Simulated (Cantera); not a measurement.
**Hydrocarbon pyrolysis for carbon deposition**

An isothermal, constant-pressure homogeneous reactor starts with CH4 : H2 : N2 = 1 : 15 : 1.1 (molar parts), at 1725 K and 0.285 Torr.

Cantera simulation using GRI-Mech 3.0 (53 species, 325 reactions); the numbers are that mechanism's predictions, not measurements. GRI-Mech 3.0 stops at C3 and has no aromatics, soot or wall deposition, so with more carbon than oxygen in the feed, carbon stays in small species such as C2H2 where larger ones or solid carbon would form. Radical loss at walls, strong at low pressure, is not modelled.

```tsv
t (s)	x CH4	x H2	x C2H6	x H	x CH2	x C2H
6.00e-6	0.0585	0.877	<1e-12	4.19e-9	<1e-12	<1e-12
2.51e-5	0.0585	0.877	<1e-12	1.75e-8	<1e-12	<1e-12
0.000105	0.0585	0.877	<1e-12	7.29e-8	<1e-12	<1e-12
0.000441	0.0585	0.877	<1e-12	2.97e-7	<1e-12	<1e-12
0.00185	0.0585	0.877	<1e-12	1.17e-6	<1e-12	<1e-12
0.00775	0.0585	0.877	1.79e-11	4.68e-6	2.45e-11	<1e-12
0.0325	0.0585	0.877	1.05e-9	1.94e-5	5.51e-10	<1e-12
0.136	0.0584	0.877	2.95e-8	8.10e-5	1.01e-8	<1e-12
0.570	0.0579	0.877	4.93e-7	0.000344	1.71e-7	4.70e-11
2.39	0.0504	0.880	3.10e-6	0.00132	1.77e-6	2.62e-8
10.0	0.0204	0.897	8.14e-7	0.00196	1.69e-6	2.40e-7
```
x: mole fraction; the columns are a selection and need not sum to one.

Equilibrium at this temperature and pressure: CH4 4.57e-6, H2 0.903, C2H6 <1e-12, H 0.00912, CH2 9.96e-9, C2H 1.17e-6 (gas phase only).
